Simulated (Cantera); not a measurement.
# CH3F (fluorocarbon and chlorocarbon gases)

Input: 1 mol CH3F, held at 16.0 mbar.

Method: chemical equilibrium by Gibbs-energy minimisation in Cantera with the NASA 1993 tables (ideal gas, pure condensed phases). Candidate condensed phases: C, C6H6, C7H8, C8H18; 95 gas species. The numbers say what is thermodynamically allowed, not how fast it happens.

| T (K) | log p H | log p HF | log p H2 | log p F | log p C3 | log p C | log p C2 | log p C2H | n C(graphite) |
|---|---|---|---|---|---|---|---|---|---|
| 2548 | -2.62 | -2.13 | -2.21 | -5.16 | -5.99 | -6.50 | -7.02 | -5.60 | 0.977 |
| 2623 | -2.50 | -2.14 | -2.26 | -4.94 | -5.51 | -6.08 | -6.54 | -5.29 | 0.969 |
| 2698 | -2.40 | -2.16 | -2.31 | -4.72 | -5.07 | -5.68 | -6.09 | -5.01 | 0.959 |
| 2773 | -2.32 | -2.17 | -2.37 | -4.52 | -4.65 | -5.31 | -5.66 | -4.75 | 0.944 |
| 2848 | -2.24 | -2.19 | -2.45 | -4.31 | -4.25 | -4.96 | -5.25 | -4.52 | 0.916 |
| 2923 | -2.18 | -2.21 | -2.55 | -4.11 | -3.87 | -4.62 | -4.87 | -4.30 | 0.861 |
| 2998 | -2.14 | -2.24 | -2.66 | -3.92 | -3.52 | -4.30 | -4.51 | -4.11 | 0.745 |
| 3073 | -2.11 | -2.27 | -2.80 | -3.73 | -3.18 | -4.00 | -4.16 | -3.95 | 0.489 |
| 3148 | -2.10 | -2.32 | -2.97 | -3.55 | -2.89 | -3.72 | -3.86 | -3.83 | 0 |
| 3223 | -2.07 | -2.36 | -3.10 | -3.38 | -2.91 | -3.56 | -3.76 | -3.90 | 0 |
| 3298 | -2.06 | -2.39 | -3.23 | -3.21 | -2.94 | -3.40 | -3.68 | -3.97 | 0 |
| 3373 | -2.04 | -2.44 | -3.37 | -3.07 | -2.98 | -3.26 | -3.61 | -4.06 | 0 |
| 3448 | -2.03 | -2.51 | -3.50 | -2.94 | -3.04 | -3.13 | -3.55 | -4.16 | 0 |
| 3523 | -2.02 | -2.59 | -3.64 | -2.83 | -3.11 | -3.01 | -3.51 | -4.27 | 0 |
log p: log10 of the partial pressure in bar; n: condensed amount in mol.

From 2548 K to 3073 K the condensed part is C(graphite). From 3148 K to 3523 K nothing is condensed. The main C-bearing gas is C2H2 (acetylene) at 2548 K and C3 at 3523 K.
